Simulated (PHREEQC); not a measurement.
Synthetic water in mg/L, 65 °C, pH 6.29, pe 9: Na 0.0347; K 0.000139; Ca 0.0212; Mg 0.00127; Cl 0.0106; S(6) as SO4 0.000661; Alkalinity as HCO3 0.148; Sr 0.000163.

Na is adjusted to close the charge balance.
Valence states are taken as typed.

Equilibrium calculation in PHREEQC: ion-association model, phreeqc.dat.

```json
{
 "ionic_strength": "3.84e-6 mol/kgw"
}
```

```tsv
species	molality	activity	log γ
CO2	2.74e-6	2.74e-6	0.000
HCO3-	2.69e-6	2.69e-6	-0.001
Na+	1.57e-6	1.57e-6	-0.001
Ca+2	5.29e-7	5.24e-7	-0.004
H+	5.14e-7	5.13e-7	-0.001
Cl-	2.99e-7	2.98e-7	-0.001
OH-	2.46e-7	2.45e-7	-0.001
Mg+2	5.22e-8	5.17e-8	-0.004
SO4-2	6.88e-9	6.81e-9	-0.004
K+	3.55e-9	3.55e-9	-0.001
Sr+2	1.86e-9	1.84e-9	-0.004
```

Precipitation was switched off in this run. Constants without temperature data keep their 25 °C values here.
